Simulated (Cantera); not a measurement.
Input: 1 mol Si, 0.094 mol CO₂, 1.1 mol H₂, 0.8 mol O₂, at 1750 K.

Equilibrium computed with Cantera from the NASA thermochemical tables; the gas is ideal and each condensed phase is pure. Candidate condensed phases: C, C₆H₆, C₇H₈, C₈H₁₈, H₂O, Si, SiC, SiO₂; 123 gas species. Each liquid is taken as pure. Mutual solubility and eutectic melting of coexisting phases are not modelled. The tables hold silica as quartz up to 1696 K and as liquid above; real silica turns to tridymite and cristobalite and melts near 1996 K. Gases not in the tables: Si₂H₆ and higher silanes. Rates play no part.

### Question
Which condensed phases are stable at each of these points (P (Pa)): 0.100, 0.750, 5.60, 42, 320, 2400, 18000, 130000, 1000000?

### Answer
```csv
P (Pa),condensed phases,Si condensed (%)
0.100,gas only,0.0
0.750,SiO₂(condensed),41.9
5.60,SiO₂(condensed),63.0
42,SiO₂(condensed),68.4
320,SiO₂(condensed),69.3
2400,SiO₂(condensed),69.4
18000,SiC(s) + SiO₂(condensed),88.1
130000,Si(l) + SiC(s) + SiO₂(condensed),98.0
1000000,Si(l) + SiC(s) + SiO₂(condensed),99.7
```

At 1.00e-6 bar nothing is condensed. From 7.50e-6 bar to 0.0240 bar the condensed part is SiO₂(condensed). At 0.180 bar the condensed part is SiC(s) + SiO₂(condensed). From 1.30 bar to 10.0 bar the condensed part is Si(l) + SiC(s) + SiO₂(condensed).
